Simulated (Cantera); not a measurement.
A perfectly stirred reactor is fed with NO : N2 = 1 : 1.5 (molar parts), at 0.133 bar; it is held at 1823 K, and followed from long to short residence time.

Cantera simulation using GRI-Mech 3.0 (53 species, 325 reactions); the numbers are that mechanism's predictions, not measurements.

### Question
What does this change do: pressure from 0.133 bar to 1.01 bar?

### Answer
```
quantity                 before     after
---------------------  --------  --------
x(NO) at τ = 0.750 s      0.389     0.342
x(NO2) at τ = 0.750 s   6.79e-5  0.000322
x(N2) at τ = 0.750 s      0.605     0.629
x(N2O) at τ = 0.750 s   5.95e-5   4.91e-5
x(O2) at τ = 0.750 s    0.00516    0.0289
x(NO) at τ = 75.0 ms      0.399     0.393
x(NO2) at τ = 75.0 ms   4.64e-5  0.000181
x(N2) at τ = 75.0 ms      0.600     0.604
x(N2O) at τ = 75.0 ms   5.62e-5   6.48e-5
x(O2) at τ = 75.0 ms   0.000454   0.00342
```
